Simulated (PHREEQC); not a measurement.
PHREEQC input (ion-association model, phreeqc.dat):

```
SOLUTION_MASTER_SPECIES
  Amm  AmmH+  0  AmmH  17.031  # ammonia with no redox link, constants of NH4+
SOLUTION_SPECIES
  AmmH+ = AmmH+
    -log_k 0
    -gamma 2.5 0
    -dw 1.98e-9
  AmmH+ = Amm + H+
    -log_k -9.252
    -delta_h 12.48 kcal
    -analytic 0.6322 -0.001225 -2835.76
    -dw 2.28e-9
  AmmH+ + SO4-2 = AmmHSO4-
    -log_k 1.11
  SO4-2 + 9 H+ + 8 e- = HS- + 4 H2O  # shut off: sulfate is not reduced
    -log_k -100
    -delta_h 0
    -analytic -100
PHASES
  Amm(g)
    Amm = Amm
    -log_k 1.7966
    -analytic -18.758 3.3670e-4 2.5113e3 4.8619 39.192
    -T_c 405.6
    -P_c 111.3
    -Omega 0.25
EXCHANGE_SPECIES
  AmmH+ + X- = AmmHX
    -log_k 0.6
    -gamma 2.5 0
    -delta_h -2.4
SOLUTION 0
  temp 25
  units mmol/kgw
  pH 7 charge
  Cl 20.21
  Na 17
  K 1.5
  Amm 1.7
SOLUTION 1-40
  temp 25
  units mmol/kgw
  pH 7 charge
  Cl 85.01
  K 11
  S(6) 11
  Amm 22
  Mn(2) 37
END
EXCHANGE 1-40
  X 0.011
  -equilibrate 1
END
SELECTED_OUTPUT 1
  -reset false
  -pH true
  -pe true
  -ionic_strength true
  -water true
  -step true
  -totals Amm Cl K Mn Na S Mn(2) Mn(3) S(-2) S(6)
  -molalities AmmHX MnX2 KX NaX
  -saturation_indices Pyrochroite Halite Sylvite
PRINT
  -reset false
TRANSPORT
  -cells 40
  -shifts 160
  -lengths 0.0125
  -time_step 3600
  -dispersivities 0.018
  -boundary_conditions flux flux
  -correct_disp true
  -punch_cells 40
  -punch_frequency 5
END
# ... the last block is repeated for the other 32 points of pore volumes
```

Selected output (columns that matter, 18 of 33 rows; pore volumes added in front):

```
pore volumes	pH	mu	Amm	Cl	K	Mn	Na	S	m_MnX2	m_KX	m_NaX	si_Pyrochroite	si_Halite	si_Sylvite
0	5.1266	0.13023	0.022	0.08501	0.011	0.037	0	0.011	0.0035271	0.0015348	0	-6.9113	-1000	-4.2091
0.2625	5.1266	0.13023	0.022	0.08501	0.011	0.037	1.5355e-10	0.011	0.0035271	0.0015348	4.2907e-12	-6.9113	-12.718	-4.2091
0.5125	5.1263	0.12945	0.021893	0.084524	0.010951	0.036707	9.2048e-05	0.010918	0.0035277	0.0015337	2.5818e-06	-6.9142	-6.9421	-4.2129
0.7625	5.1201	0.11059	0.01897	0.072844	0.0095943	0.02981	0.0025207	0.0089349	0.0035598	0.0014883	7.8286e-05	-6.9904	-5.5545	-4.3182
1.0125	5.1011	0.069654	0.011966	0.047977	0.0062756	0.015669	0.0078137	0.0047136	0.0036604	0.0013366	0.00033284	-7.2316	-5.2042	-4.6389
1.1375	5.0885	0.052158	0.0087296	0.037634	0.0047052	0.010051	0.010003	0.0029578	0.0037025	0.0012436	0.00052847	-7.4044	-5.1793	-4.8442
1.3875	5.0653	0.031538	0.0045342	0.025801	0.0026224	0.0039518	0.012629	0.0009491	0.0036991	0.0010811	0.0010395	-7.7806	-5.2061	-5.2233
1.6375	5.053	0.024067	0.0026757	0.021699	0.0016854	0.0019075	0.014018	0.00025272	0.0035925	0.00097321	0.0016154	-8.083	-5.2189	-5.4722
1.8875	5.0491	0.021836	0.0019163	0.020562	0.0013149	0.0012308	0.014979	5.9732e-05	0.0034555	0.00092292	0.0020979	-8.2677	-5.2076	-5.5972
2.1375	5.0483	0.021183	0.0016038	0.020287	0.0011798	0.00094924	0.015621	1.3049e-05	0.0033204	0.00092329	0.0024391	-8.3782	-5.1933	-5.6481
2.3875	5.0481	0.020955	0.0014821	0.020226	0.0011445	0.00079519	0.016004	2.7013e-06	0.0031897	0.0009589	0.0026754	-8.4542	-5.1834	-5.6619
2.6375	5.0481	0.020842	0.0014453	0.020213	0.0011518	0.0006913	0.016225	5.3847e-07	0.0030625	0.0010141	0.0028502	-8.5146	-5.1773	-5.659
2.8875	5.048	0.020766	0.0014451	0.020211	0.0011757	0.00061196	0.016356	1.0445e-07	0.0029391	0.0010778	0.0029918	-8.5673	-5.1736	-5.6498
3.0125	5.048	0.020735	0.0014512	0.02021	0.0011897	0.00057819	0.016403	4.5645e-08	0.0028792	0.0011106	0.0030551	-8.5919	-5.1723	-5.6446
3.2625	5.0479	0.020681	0.0014683	0.02021	0.0012182	0.00051926	0.016475	8.6098e-09	0.0027634	0.0011756	0.0031722	-8.6386	-5.1702	-5.6341
3.5125	5.0478	0.020636	0.0014873	0.02021	0.0012449	0.00046939	0.016529	1.6031e-09	0.0026534	0.0012382	0.0032802	-8.6824	-5.1686	-5.6245
3.7625	5.0477	0.020597	0.0015054	0.02021	0.0012687	0.00042668	0.016572	2.9555e-10	0.0025494	0.0012973	0.0033812	-8.7238	-5.1673	-5.6162
4.0125	5.0477	0.020563	0.0015219	0.02021	0.0012896	0.00038978	0.016609	5.4076e-11	0.0024512	0.0013529	0.0034765	-8.7631	-5.1663	-5.6089
```

Complexes and solids missing from the database can't appear.
